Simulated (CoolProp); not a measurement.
Vapour pressure (kPa) of oxygen: the reference equation beside estimates from Tc = 154.6 K, pc = 5046 kPa, ω = 0.022.

Values from CoolProp's reference Helmholtz-energy equation of state, Schmidt 1985.

| T (K) | reference | Lee-Kesler | Soave-Redlich-Kwong | Peng-Robinson |
|---|---|---|---|---|
| 88.2 | 81.90 | 80.87 | 79.79 | 83.10 |
| 95.6 | 172.4 | 171.3 | 169.9 | 174.0 |
| 103 | 324.3 | 323.5 | 322.4 | 326.1 |
| 110.4 | 558.5 | 558.7 | 559.3 | 561.0 |
| 117.8 | 897.8 | 898.6 | 903.8 | 901.5 |
| 125.2 | 1365 | 1366 | 1380 | 1372 |
| 132.6 | 1986 | 1985 | 2012 | 1998 |
| 140 | 2788 | 2784 | 2824 | 2806 |

Absolute difference from the reference over all 8 rows, mean and median: Lee-Kesler 0.3 and 0.1 %, Soave-Redlich-Kwong 1.1 and 1.2 %, Peng-Robinson 0.7 and 0.6 %.
